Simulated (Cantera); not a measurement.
## Thermodynamics of silicon nitride deposition, feed Si₂Cl₆ + N₂ + H₂ + NH₃

Charge: 1 mol Si₂Cl₆, 13 mol N₂, a varied amount of H₂, 0.26 mol NH₃, at 1148 K and 0.133 bar.

Equilibrium computed with Cantera from the NASA thermochemical tables; the gas is ideal and each condensed phase is pure. Candidate condensed phases: NH₄Cl, Si, Si₃N₄; 28 gas species. The feed counts by its element totals alone. The tables' values for SiCl₃ are old estimates; treat these amounts as uncertain. Equilibrium is a limit: real reactors are often held back by kinetics, nucleation or transport.

From 1.3 mol H₂ to 12 mol H₂ the condensed part is Si₃N₄(s). The main Si-bearing gas is SiCl₄ throughout. The share of Si in condensed phases is highest at 12 mol H₂ (96.4 %) and lowest at 1.3 mol H₂ (54.7 %).

| n(H₂) (mol) | x N₂ | x H₂ | x HCl | x SiCl₄ | x SiCl₃ | x SiHCl₃ | x SiCl₂ | x NH₃ | n Si₃N₄(s) |
|---|---|---|---|---|---|---|---|---|---|
| 1.3 | 0.766 | 0.0306 | 0.147 | 0.0554 | 0.000329 | 0.000231 | 2.15e-5 | 1.54e-7 | 0.365 |
| 3 | 0.676 | 0.0845 | 0.207 | 0.0311 | 0.000218 | 0.000254 | 1.68e-5 | 6.63e-7 | 0.477 |
| 4.7 | 0.609 | 0.142 | 0.230 | 0.0180 | 0.000147 | 0.000222 | 1.32e-5 | 1.37e-6 | 0.546 |
| 6.4 | 0.556 | 0.198 | 0.235 | 0.0107 | 0.000101 | 0.000181 | 1.05e-5 | 2.16e-6 | 0.588 |
| 8.1 | 0.512 | 0.250 | 0.231 | 0.00661 | 7.14e-5 | 0.000143 | 8.51e-6 | 2.93e-6 | 0.614 |
| 9.8 | 0.476 | 0.297 | 0.223 | 0.00425 | 5.19e-5 | 0.000114 | 7.00e-6 | 3.66e-6 | 0.630 |
| 12 | 0.436 | 0.351 | 0.210 | 0.00255 | 3.59e-5 | 8.55e-5 | 5.58e-6 | 4.51e-6 | 0.642 |
x: gas mole fraction; n: condensed amount in mol.
